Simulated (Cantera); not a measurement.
Feed: 1 mol Si2H6, 0.16 mol O2, at 0.133 bar.

Cantera equilibrium calculation (NASA polynomials, part measured and part estimated; ideal gas, pure solids and liquids). Candidate condensed phases: H2O, Si, SiO2; 18 gas species. The feed counts by its element totals alone. Gases not in the tables: Si2H6 and higher silanes. The numbers say what is thermodynamically allowed, not how fast it happens. All values below are at 1998 K.

Base state: H2 0.899, SiO 0.0961, H 0.00417, Si 0.000319, SiH2 9.44e-5, SiH 7.53e-5 (mole fractions); condensed: Si(l).

**Question.** What changes in the equilibrium state with this change: O2 from 0.16 to 15 mol?

**Answer.** 
```
species         before     after
------------  --------  --------
O2               <1e-9     0.789
H2O            8.00e-6     0.203
OH             3.69e-9   0.00665
H2               0.899  0.000178
SiO             0.0961   4.59e-7
O                <1e-9   0.00160
Si            0.000319     <1e-9
Si(l), mol        1.68         0
SiO2(l), mol         0      2.00
```
The tables hold silica as quartz up to 1696 K and as liquid above; real silica turns to tridymite and cristobalite and melts near 1996 K. Gases not in the tables: Si(OH)4.
